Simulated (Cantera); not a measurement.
Input: 1 mol Si₃H₈, 0.056 mol Cl₂, 4 mol H₂, held at 98.0 mbar.

Method: chemical equilibrium by Gibbs-energy minimisation in Cantera with the NASA 1993 tables (ideal gas, pure condensed phases). Candidate condensed phases: Si; 19 gas species. The feed counts by its element totals alone. The tables' values for SiCl₃ are old estimates; treat these amounts as uncertain. Gases not in the tables: Si₂H₆ and higher silanes. Equilibrium is a limit: real reactors are often held back by kinetics, nucleation or transport.

log p: log10 of the partial pressure in bar; n: condensed amount in mol.

```tsv
T (K)	log p H₂	log p HCl	log p H	log p SiHCl₃	log p SiCl₂	n Si(s)	n Si(l)
1050	-1.01	-3.06	[?]	-4.18	-4.83	2.99	0
1150	-1.01	-2.93	[?]	-4.72	-4.51	2.99	0
1250	-1.01	-2.90	[?]	-5.40	-4.39	3.00	0
1350	-1.01	-2.90	[?]	-6.05	-4.33	3.00	0
1450	-1.01	-2.90	[?]	-6.62	-4.30	3.00	0
1550	-1.01	-2.90	[?]	-7.11	-4.27	3.00	0
1650	-1.01	-2.90	[?]	-7.55	-4.24	3.00	0
1750	-1.01	-2.90	[?]	-7.97	-4.27	0	3.00
```

Question: What belongs in the gaps?

Answer: 
- 1050, log p H: -8.60
- 1150, log p H: -7.63
- 1250, log p H: -6.82
- 1350, log p H: -6.13
- 1450, log p H: -5.53
- 1550, log p H: -5.01
- 1650, log p H: -4.55
- 1750, log p H: -4.14
